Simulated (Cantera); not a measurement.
Input: 1 mol SiHCl₃, 16 mol NH₃, 2.2 mol H₂, equilibrated at 1.00 Torr.

These are equilibrium values from Cantera (NASA tables, ideal gas, pure condensed phases), not measurements of a reactor. Candidate condensed phases: NH₄Cl, Si, Si₃N₄; 28 gas species. Equilibrium is a limit: real reactors are often held back by kinetics, nucleation or transport. All values below are at 800 K.

Base state: H₂ 0.709, N₂ 0.206, HCl 0.0843, SiCl₄ 2.68e-5 (mole fractions); condensed: Si₃N₄(s).

**Question.** What changes in the equilibrium state with this change: SiHCl₃ replaced by SiCl₄?

**Answer.** 
| species | before | after |
|---|---|---|
| H₂ | 0.709 | 0.681 |
| N₂ | 0.206 | 0.206 |
| HCl | 0.0843 | 0.112 |
| SiCl₄ | 2.68e-5 | 9.11e-5 |
| Si₃N₄(s), mol | 0.333 | 0.332 |
